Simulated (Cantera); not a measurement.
A perfectly stirred reactor is fed with CH₄ : H₂ = 1 : 10 (molar parts), at 1.01 bar; it is held at 1900 K, and followed from long to short residence time.

Detailed kinetics in Cantera: GRI-Mech 3.0 (53 species, 325 reactions). GRI-Mech 3.0 stops at C3 and has no aromatics, soot or wall deposition, so with more carbon than oxygen in the feed, carbon stays in small species such as C2H2 where larger ones or solid carbon would form.

Problem. What does this change do: H2 10 to 4.6 parts?

Solution. 
```
quantity                  before     after
----------------------  --------  --------
x(CH₄) at τ = 8.90 s     0.00556   0.00719
x(H₂) at τ = 8.90 s        0.954     0.919
x(C₂H₄) at τ = 8.90 s   0.000451  0.000808
x(C₂H₆) at τ = 8.90 s    3.64e-7   6.32e-7
x(C₂H₂) at τ = 8.90 s     0.0386    0.0719
x(CH₄) at τ = 26.0 ms     0.0273    0.0387
x(H₂) at τ = 26.0 ms       0.943     0.901
x(C₂H₄) at τ = 26.0 ms  0.000392  0.000772
x(C₂H₆) at τ = 26.0 ms   5.64e-6   1.16e-5
x(C₂H₂) at τ = 26.0 ms    0.0285    0.0583
```

Problem. What does this change do: temperature 1900 to 1350 K?

Solution. 
| quantity | before | after |
|---|---|---|
| x(CH₄) at τ = 8.90 s | 0.00556 | 0.0893 |
| x(H₂) at τ = 8.90 s | 0.954 | 0.910 |
| x(C₂H₄) at τ = 8.90 s | 0.000451 | 0.000429 |
| x(C₂H₆) at τ = 8.90 s | 3.64e-7 | 1.31e-5 |
| x(C₂H₂) at τ = 8.90 s | 0.0386 | 0.000304 |
| x(CH₄) at τ = 26.0 ms | 0.0273 | 0.0909 |
| x(H₂) at τ = 26.0 ms | 0.943 | 0.909 |
| x(C₂H₄) at τ = 26.0 ms | 0.000392 | 6.26e-6 |
| x(C₂H₆) at τ = 26.0 ms | 5.64e-6 | 3.51e-6 |
| x(C₂H₂) at τ = 26.0 ms | 0.0285 | 4.44e-7 |
